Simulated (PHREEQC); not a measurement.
Synthetic water in mmol/kgw, 25 °C, pH 3.44, pe 12.5: Na 9.91; K 3.42; Ca 15.9; Mg 3.87; Cl 20.5; S(6) 24.4; Al 6.44; Cu(2) 0.477; Fe(3) 0.128; N(5) 0.547.

Valence states are taken as typed.

Computed with PHREEQC (ion-association model, wateq4f.dat).

| quantity | before | after |
|---|---|---|
| ionic strength (mol/kgw) | 0.0782 | 0.0764 |
| SO4-2 (mol/kgw) | 0.0119 | 0.0139 |
| Ca+2 (mol/kgw) | 0.0114 | 0.0108 |
| Mg+2 (mol/kgw) | 0.00261 | 0.00247 |
| Al+3 (mol/kgw) | 0.00119 | 0.000508 |
| SI of Gypsum (CaSO4:2H2O) | -0.06 | -0.01 |
| SI of Jarosite-Na (NaFe3(SO4)2(OH)6) | +1.02 | +1.04 |

Question: Name the change that produced these shifts.
A) Al from 6.44 to 3.22 mmol/kgw
B) all concentrations times 3 at the same typed pH
C) temperature from 25 to 60 °C at the same typed pH

Answer: A, Al from 6.44 to 3.22 mmol/kgw

No solid was allowed to form. Some of these states are supersaturated (in Jarosite-K, Jarosite-Na, for instance).
